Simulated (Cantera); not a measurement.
Input (Python, Cantera) and output of one run.

```python
import numpy as np
import cantera as ct

gas_names = """
    CL CL2 H HCL H2 Si SiCL SiCL2 SiCL3 SiCL4 SiH SiHCL3 SiH2 SiH2CL2 SiH3 SiH3CL SiH4 Si2 Si3
""".split()
cond_names = """
    Si(cr) Si(L)
""".split()


# ... load() reads the species with a 1 bar reference pressure and builds the phases ...
atoms = {
    'Si': {'Si': 1},
    'HCl': {'H': 1, 'CL': 1},
    'H2': {'H': 2},
}
top_T = {}  # K; cautious upper limits of use, not melting points


# ... equilibrate(T, P, feed) seeds the gas with the atoms and calls Mixture.equilibrate('TP', solver="vcs", rtol=1e-11, max_steps=5000) ...
results = []
T = 898.15  # K
P = 2500000  # Pa
for m in [0.57, 0.71, 0.87, 1.1, 1.3, 1.6, 2, 2.5, 3.1, 3.8, 4.7]:
    feed = {'Si': 1, 'HCl': m, 'H2': 0.23}  # mol
    mix = equilibrate(T, P, feed)
    results.append((T, P, feed, dict(zip(mix.species_names, mix.species_moles))))

top = {s: max(r[3][s] / sum(r[3][g] for g in gas_names) for r in results) for s in gas_names}
cols = sorted((s for s in top if top[s] > 1e-05), key=lambda s: -top[s])[:9]
seen = [c for c in cond_names if any(r[3].get(c, 0) > 1e-12 for r in results)]
print("log10 of partial pressures in bar; condensed amounts in mol")
print(f"{'n(HCl)':>10s}" + "".join(f"{s[:9]:>10s}" for s in cols + seen))
for T, P, feed, n in results:
    ng = sum(n[g] for g in gas_names)
    print(f"{feed['HCl']:10.4g}" + "".join(f"{np.log10(max(n[s] / ng * P / 1e5, 1e-99)):10.3f}" for s in cols)
          + "".join(f"{n.get(c, 0):10.4g}" for c in seen))
```

Result:

```
log10 of partial pressures in bar; condensed amounts in mol
    n(HCl)        H2     SiCL4       HCL    SiHCL3   SiH2CL2    SiH3CL     SiCL3    Si(cr)
      0.57     1.263     0.473    -1.336     0.518    -0.462    -2.055    -2.508    0.8324
      0.71     1.252     0.513    -1.332     0.542    -0.454    -2.062    -2.478     0.792
      0.87     1.242     0.545    -1.329     0.561    -0.448    -2.069    -2.454    0.7459
       1.1     1.231     0.576    -1.326     0.579    -0.443    -2.077    -2.430    0.6796
       1.3     1.224     0.595    -1.325     0.590    -0.440    -2.083    -2.416     0.622
       1.6     1.216     0.616    -1.324     0.601    -0.438    -2.089    -2.401    0.5358
         2     1.209     0.634    -1.323     0.611    -0.436    -2.096    -2.387    0.4207
       2.5     1.203     0.649    -1.322     0.620    -0.434    -2.101    -2.376     0.277
       3.1     1.198     0.661    -1.322     0.626    -0.433    -2.106    -2.367    0.1046
       3.8     1.220     0.811    -0.763     0.239    -1.358    -3.568    -2.765         0
       4.7     1.150     0.800     0.654    -1.259    -4.342    -8.037    -4.228         0
```

Cantera equilibrium calculation (NASA polynomials, part measured and part estimated; ideal gas, pure solids and liquids). The tables' values for SiCl3 are old estimates; treat these amounts as uncertain.
